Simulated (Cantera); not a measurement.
An isothermal, constant-pressure homogeneous reactor starts with H₂ : O₂ = 0.41 : 1 (molar parts), equivalence ratio 0.20, at 1250 K and 0.0128 atm.

Detailed kinetics in Cantera: the H2/O2 subset of GRI-Mech 3.0, which has no nitrogen chemistry. Radical loss at walls, strong at low pressure, is not modelled. The temperature is held fixed by assumption; the heat of reaction is taken as removed at once.

x: mole fraction; the columns are a selection and need not sum to one.

```tsv
t (s)	x H₂	x O₂	x H₂O₂	x OH	x H
2.00e-6	0.291	0.709	<1e-12	1.78e-11	8.98e-10
1.83e-5	0.291	0.709	2.69e-12	1.04e-9	7.78e-9
0.000168	0.291	0.709	2.25e-10	8.95e-8	3.14e-7
0.00154	0.0179	0.558	(withheld)	0.0144	0.108
0.0141	0.00762	0.626	(withheld)	0.00991	0.0230
0.130	9.95e-5	0.659	(withheld)	0.00115	3.13e-5
1.19	2.84e-6	0.660	(withheld)	0.000197	1.57e-7
10.9	2.35e-7	0.660	(withheld)	5.69e-5	3.79e-9
100	1.28e-7	0.660	(withheld)	4.19e-5	1.52e-9
```

Some entries are withheld; supply them.


- 0.00154, x H₂O₂: 3.42e-7
- 0.0141, x H₂O₂: 5.56e-7
- 0.130, x H₂O₂: 1.35e-7
- 1.19, x H₂O₂: 1.38e-8
- 10.9, x H₂O₂: 1.85e-9
- 100, x H₂O₂: 1.16e-9
